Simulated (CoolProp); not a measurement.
Saturation properties of n-perfluoropentane (Tc = 147.9 °C, pc = 2.063 MPa, ω = 0.436).

Computed with CoolProp (reference Helmholtz-energy equation of state, Gao 2022).

```
T (°C)     p (MPa)  liquid density (kg/m³)  vapour density (kg/m³)  enthalpy of vaporisation (kJ/kg)  liquid cp (kJ/(kg K))
------  ----------  ----------------------  ----------------------  --------------------------------  ---------------------
-3.75      0.02508                    1695                   3.290                             99.77                 0.9913
2.15       0.03317                    1677                   4.278                        (withheld)                  1.003
8.05       0.04324                    1659                   5.491                             96.66                  1.014
13.95      0.05563                    1641                   6.963                             95.05                  1.026
19.85   (withheld)                    1622                   8.733                             93.40             (withheld)
25.75      0.08879                    1602              (withheld)                             91.70                  1.049
31.65       0.1103                    1583                   13.34                             89.95                  1.061
37.55       0.1358                    1562                   16.27                        (withheld)                  1.073
43.45       0.1655                    1542              (withheld)                             86.26                  1.085
49.35       0.2001                    1520                   23.68                        (withheld)                  1.098
55.25       0.2399                    1498                   28.29                             82.30                  1.110
61.15       0.2855                    1476                   33.61                             80.20                  1.123
```

### Question
Complete the blanks.

### Answer

- 2.15, enthalpy of vaporisation (kJ/kg): 98.23
- 19.85, p (MPa): 0.07068
- 19.85, liquid cp (kJ/(kg K)): 1.038
- 25.75, vapour density (kg/m³): 10.84
- 37.55, enthalpy of vaporisation (kJ/kg): 88.14
- 43.45, vapour density (kg/m³): 19.69
- 49.35, enthalpy of vaporisation (kJ/kg): 84.32

It boils at 29.3 °C under 1 atm.
